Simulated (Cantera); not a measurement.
What does this Cantera script print?

```python
import numpy as np
import cantera as ct

gas = ct.Solution("h2o2.yaml")
gas.TPX = 625, 43000, {'H2': 1, 'O2': 0.562, 'N2': 1.8}
flame = ct.FreeFlame(gas, width=0.072)
flame.set_refine_criteria(ratio=3, slope=0.08, curve=0.16)
flame.transport_model = "mixture-averaged"
flame.solve(loglevel=0, auto=True)
flame.transport_model = "multicomponent"
flame.soret_enabled = True
flame.solve(loglevel=0, refine_grid=True)
z, T = flame.grid, flame.T
thick = (T[-1] - T[0]) / np.gradient(T, z).max()
show = ['H2', 'O2', 'H2O2', 'HO2', 'O', 'H2O']
print(f"laminar burning velocity  {flame.velocity[0] * 100:.3f} cm/s")
print(f"burnt temperature         {T[-1]:.1f} K")
print(f"thermal thickness         {thick * 1e3:.4f} mm")
print(f"grid points               {len(z)}")
z0 = z[flame.heat_release_rate.argmax()]
print(f"{'z/mm':>9s}{'T/K':>9s}{'u/(m/s)':>9s}" + "".join(f"{s:>11s}" for s in show))
rows = []
for k in (-3, -2, -1.5, -1, -0.5, -0.25, 0, 0.25, 0.5, 1, 2, 4, 8):
    zz = z0 + k * thick
    rows.append([k * thick, np.interp(zz, z, T), np.interp(zz, z, flame.velocity),
                 *(np.interp(zz, z, flame.X[gas.species_index(s)]) for s in show)])
    print(f"{rows[-1][0] * 1e3:9.3f}{rows[-1][1]:9.1f}{rows[-1][2]:9.3f}" + "".join(f"{x:11.3e}" for x in rows[-1][3:]))
```

Result:

```
laminar burning velocity  746.681 cm/s
burnt temperature         2518.8 K
thermal thickness         1.3366 mm
grid points               129
     z/mm      T/K  u/(m/s)         H2         O2       H2O2        HO2          O        H2O
   -4.010    625.0    7.467  2.974e-01  1.672e-01 -1.672e-15  1.634e-13  2.215e-17  6.391e-15
   -2.673    625.0    7.467  2.974e-01  1.672e-01  2.221e-15  5.740e-11  9.778e-14  2.614e-12
   -2.005    625.0    7.467  2.974e-01  1.672e-01  3.619e-13  3.424e-09  9.095e-12  1.619e-10
   -1.337    625.0    7.467  2.974e-01  1.672e-01  1.942e-10  5.499e-07  2.356e-09  4.585e-08
   -0.668    634.8    7.543  2.928e-01  1.678e-01  1.447e-06  1.355e-04  9.366e-06  5.770e-04
   -0.334    794.2    9.221  2.591e-01  1.647e-01  4.255e-06  1.028e-04  4.180e-04  1.582e-02
    0.000   1226.0   13.786  1.314e-01  1.130e-01  3.084e-06  4.631e-05  9.056e-03  1.212e-01
    0.334   1526.0   17.002  5.083e-02  5.617e-02  2.049e-06  2.032e-05  1.852e-02  2.163e-01
    0.668   1665.0   18.423  4.400e-02  4.717e-02  1.218e-06  1.461e-05  1.913e-02  2.319e-01
    1.337   1823.7   19.975  4.355e-02  4.300e-02  6.419e-07  1.082e-05  1.744e-02  2.421e-01
    2.673   1993.6   21.570  4.143e-02  3.901e-02  3.476e-07  7.719e-06  1.464e-02  2.544e-01
    5.346   2164.7   23.116  3.691e-02  3.499e-02  2.159e-07  5.379e-06  1.126e-02  2.692e-01
   10.693   2323.1   24.496  3.043e-02  3.118e-02  1.698e-07  4.129e-06  7.928e-03  2.853e-01
```

Detailed kinetics in Cantera: the H2/O2 subset of GRI-Mech 3.0, which has no nitrogen chemistry. Burning velocities carry a grid error of a few per cent, more on coarse grids.
